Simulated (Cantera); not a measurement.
A closed system holds: 1 mol B₂O₃, 1 mol H₂, 0.47 mol N₂, equilibrated at 0.00133 bar.

Cantera equilibrium calculation (NASA polynomials, part measured and part estimated; ideal gas, pure solids and liquids). Candidate condensed phases: B, BN, B₂O₃, B₃O₃H₃, H₂O; 39 gas species. N₂ is the only nitrogen source here; it is nearly inert below about 1500 K, so the nitride shown seldom forms there in practice. Mutual solubility and eutectic melting of coexisting phases are not modelled. Kinetics and transport are ignored. All values below are at 1077 °C.

Base state: H₂ 0.676, N₂ 0.319, HBO₂ 0.00309, HBO 0.000957, B₂O₃ 0.000527, H₂O 0.000423, H 5.37e-5, B₂O₂ 1.59e-5 (mole fractions); condensed: BN(s) + B₂O₃(l).

What changes in the equilibrium state with this change: 0.041 mol Cl₂ added?


```
species         before     after
------------  --------  --------
H₂               0.676     0.631
N₂               0.319     0.310
HCl                  0    0.0540
HBO₂           0.00309   0.00297
BOCl                 0  0.000126
H₂O           0.000423  0.000391
H              5.37e-5   5.18e-5
HBO           0.000957  0.000928
B₂O₂           1.59e-5   1.60e-5
BN(s), mol     0.00145   0.00134
B₂O₃(l), mol     0.995     0.995
```
The tables' values for BOCl are old estimates; treat these amounts as uncertain. Further candidate phases: NH₄Cl.
